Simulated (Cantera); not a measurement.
Input (Python, Cantera) and output of one run.

```python
import numpy as np
import cantera as ct

gas_names = """
    CL CLF CLF3 CL2 F F2 H HCL HF H2 H2F2 H3F3 H4F4 H5F5 H6F6 H7F7 N NF NF2 NF3 NH NH2 NH3 N2 N2H2 N2H4
    Si SiCL SiCL2 SiCL3 SiCL4 SiF SiF2 SiF3 SiF4 SiH SiHCL3 SiHF3 SiH2 SiH2CL2 SiH2F2 SiH3 SiH3CL SiH3F
    SiH4 SiN Si2 Si2N Si3
""".split()
cond_names = """
    NH4CL(a) NH4CL(b) Si(cr) Si(L) Si3N4(a)
""".split()


def load(file, names, dense=False):
    # The tables refer to 1 bar. Condensed volumes are neglected.
    table = {s.name: s for s in ct.Species.list_from_file(file)}
    out = []
    for n in names:
        d = dict(table[n].input_data)
        d["thermo"] = dict(d["thermo"], **{"reference-pressure": 1e5})
        if dense:
            d["equation-of-state"] = {"model": "constant-volume", "density": "1e6 g/cm^3"}
        out.append(ct.Species.from_dict(d))
    return out


gas = ct.Solution(thermo="ideal-gas", species=load("nasa_gas.yaml", gas_names))
cond = {s.name: ct.Solution(thermo="fixed-stoichiometry", species=[s], name=s.name)
        for s in load("nasa_condensed.yaml", cond_names, dense=True)}
atoms = {
    'Si': {'Si': 1},
    'HCl': {'H': 1, 'CL': 1},
    'NF3': {'N': 1, 'F': 3},
}
top_T = {'Si3N4(a)': 2400}  # K; cautious upper limits of use, not melting points


def equilibrate(T, P, feed):
    n = {}
    for name, mol in feed.items():
        for a, k in atoms[name].items():
            n[a] = n.get(a, 0.0) + k * mol
    gas.TPX = T, P, n
    mass = sum(n.values()) * gas.mean_molecular_weight
    gas.equilibrate("TP")
    valid = [c for c in cond.values() if c.min_temp <= T <= top_T.get(c.name, c.max_temp)]
    mix = ct.Mixture([(gas, mass / gas.mean_molecular_weight)] + [(c, 0.0) for c in valid])
    mix.T, mix.P = T, P
    mix.equilibrate("TP", solver="vcs", rtol=1e-11, max_steps=5000)
    return mix


results = []
T = 998  # K
P = 1.6  # Pa
for m in [1.4, 1.8, 2.3, 2.9, 3.8, 5, 6.4, 8.3, 11, 14, 18, 24]:
    feed = {'Si': 1, 'HCl': m, 'NF3': 0.97}  # mol
    mix = equilibrate(T, P, feed)
    results.append((T, P, feed, dict(zip(mix.species_names, mix.species_moles))))
    x = sorted(zip(gas.X, gas.species_names), reverse=True)
    print(f"T = {T:g} K  P = {P:g} Pa  n(HCl) = {m:g} mol  gas = {mix.phase_moles(0):.4g} mol")
    print("   x: " + "  ".join(f"{s} {v:.3e}" for v, s in x if v > 0.0001))
    print("   condensed (mol): " + ("  ".join(f"{mix.phase(i).name} {mix.phase_moles(i):.4g}"
          for i in range(1, mix.n_phases) if mix.phase_moles(i) > 1e-12) or "none"))
```

Result:

```
T = 998 K  P = 1.6 Pa  n(HCl) = 1.4 mol  gas = 2.393 mol
   x: HCL 3.788e-01  SiF4 3.034e-01  N2 1.616e-01  H2 1.027e-01  SiCL4 5.018e-02  SiCL3 1.248e-03  SiCL2 7.608e-04  HF 5.810e-04  SiF3 5.292e-04  SiHF3 1.121e-04
   condensed (mol): Si3N4(a) 0.04912
T = 998 K  P = 1.6 Pa  n(HCl) = 1.8 mol  gas = 2.781 mol
   x: HCL 4.122e-01  SiF4 2.610e-01  N2 1.488e-01  H2 1.171e-01  SiCL4 5.723e-02  SiCL3 1.396e-03  SiCL2 8.351e-04  HF 5.894e-04  SiF3 4.794e-04  SiHCL3 1.127e-04  SiHF3 1.084e-04
   condensed (mol): Si3N4(a) 0.03562
T = 998 K  P = 1.6 Pa  n(HCl) = 2.3 mol  gas = 3.265 mol
   x: HCL 4.420e-01  SiF4 2.223e-01  N2 1.372e-01  H2 1.309e-01  SiCL4 6.394e-02  SiCL3 1.538e-03  SiCL2 9.068e-04  HF 5.904e-04  SiF3 4.307e-04  SiHCL3 1.312e-04  SiHF3 1.029e-04
   condensed (mol): Si3N4(a) 0.01847
T = 998 K  P = 1.6 Pa  n(HCl) = 2.9 mol  gas = 3.847 mol
   x: HCL 4.739e-01  SiF4 1.886e-01  H2 1.396e-01  N2 1.261e-01  SiCL4 6.824e-02  SiCL3 1.581e-03  SiCL2 8.979e-04  HF 5.977e-04  SiF3 3.727e-04  SiHCL3 1.393e-04
   condensed (mol): none
T = 998 K  P = 1.6 Pa  n(HCl) = 3.8 mol  gas = 4.745 mol
   x: HCL 5.726e-01  SiF4 1.529e-01  H2 1.137e-01  N2 1.022e-01  SiCL4 5.608e-02  SiCL3 9.706e-04  HF 7.198e-04  SiCL2 4.118e-04  SiF3 2.266e-04
   condensed (mol): none
T = 998 K  P = 1.6 Pa  n(HCl) = 5 mol  gas = 5.943 mol
   x: HCL 6.583e-01  SiF4 1.221e-01  H2 9.105e-02  N2 8.160e-02  SiCL4 4.516e-02  HF 8.257e-04  SiCL3 6.083e-04  SiCL2 2.009e-04  SiF3 1.411e-04
   condensed (mol): none
T = 998 K  P = 1.6 Pa  n(HCl) = 6.4 mol  gas = 7.343 mol
   x: HCL 7.230e-01  SiF4 9.877e-02  H2 7.382e-02  N2 6.605e-02  SiCL4 3.677e-02  HF 9.056e-04  SiCL3 4.060e-04  SiCL2 1.099e-04
   condensed (mol): none
T = 998 K  P = 1.6 Pa  n(HCl) = 8.3 mol  gas = 9.242 mol
   x: HCL 7.796e-01  SiF4 7.842e-02  H2 5.872e-02  N2 5.248e-02  SiCL4 2.937e-02  HF 9.750e-04  SiCL3 2.682e-04
   condensed (mol): none
T = 998 K  P = 1.6 Pa  n(HCl) = 11 mol  gas = 11.94 mol
   x: HCL 8.291e-01  SiF4 6.063e-02  H2 4.549e-02  N2 4.061e-02  SiCL4 2.285e-02  HF 1.035e-03  SiCL3 1.727e-04
   condensed (mol): none
T = 998 K  P = 1.6 Pa  n(HCl) = 14 mol  gas = 14.94 mol
   x: HCL 8.632e-01  SiF4 4.840e-02  H2 3.638e-02  N2 3.246e-02  SiCL4 1.836e-02  HF 1.076e-03  SiCL3 1.192e-04
   condensed (mol): none
T = 998 K  P = 1.6 Pa  n(HCl) = 18 mol  gas = 18.94 mol
   x: HCL 8.918e-01  SiF4 3.812e-02  H2 2.871e-02  N2 2.561e-02  SiCL4 1.456e-02  HF 1.110e-03
   condensed (mol): none
T = 998 K  P = 1.6 Pa  n(HCl) = 24 mol  gas = 24.94 mol
   x: HCL 9.175e-01  SiF4 2.887e-02  H2 2.181e-02  N2 1.945e-02  SiCL4 1.115e-02  HF 1.139e-03
   condensed (mol): none
```

Cantera equilibrium calculation (NASA polynomials, part measured and part estimated; ideal gas, pure solids and liquids). The tables' values for SiCl3, SiF3 are old estimates; treat these amounts as uncertain.
